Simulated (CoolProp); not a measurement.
Vapour pressure (bar) of octamethyltrisiloxane (MDM): the reference equation beside estimates from Tc = 292.2 °C, pc = 14.38 bar, ω = 0.528. Clausius-Clapeyron is anchored at 24.85 °C with a constant enthalpy of vaporisation of 48.34 kJ/mol.

The numbers come from the reference Helmholtz-energy equation of state, Thol 2017 in CoolProp.

```json
[
 {"T (°C)": "-0.25", "reference": "0.0007847", "Clausius-Clapeyron": "0.0008218", "Soave-Redlich-Kwong": "0.0009011"},
 {"T (°C)": "24.85", "reference": "0.004944", "Clausius-Clapeyron": "0.004944", "Soave-Redlich-Kwong": "0.005304"},
 {"T (°C)": "49.95", "reference": "0.02181", "Clausius-Clapeyron": "0.02251", "Soave-Redlich-Kwong": "0.02245"},
 {"T (°C)": "75.05", "reference": "0.07338", "Clausius-Clapeyron": "0.08236", "Soave-Redlich-Kwong": "0.07380"},
 {"T (°C)": "100.15", "reference": "0.2006", "Clausius-Clapeyron": "0.2531", "Soave-Redlich-Kwong": "0.1995"},
 {"T (°C)": "125.35", "reference": "0.4684", "Clausius-Clapeyron": "0.6777", "Soave-Redlich-Kwong": "0.4642"},
 {"T (°C)": "150.45", "reference": "0.9605", "Clausius-Clapeyron": "1.609", "Soave-Redlich-Kwong": "0.9536"},
 {"T (°C)": "175.55", "reference": "1.784", "Clausius-Clapeyron": "3.467", "Soave-Redlich-Kwong": "1.780"},
 {"T (°C)": "200.65", "reference": "3.061", "Clausius-Clapeyron": "6.887", "Soave-Redlich-Kwong": "3.074"},
 {"T (°C)": "225.75", "reference": "4.937", "Clausius-Clapeyron": "12.77", "Soave-Redlich-Kwong": "4.989"},
 {"T (°C)": "250.85", "reference": "7.582", "Clausius-Clapeyron": "22.31", "Soave-Redlich-Kwong": "7.693"}
]
```

Absolute difference from the reference over all 11 rows, mean and median: Clausius-Clapeyron 66.4 and 44.7 %, Soave-Redlich-Kwong 2.8 and 0.9 %.
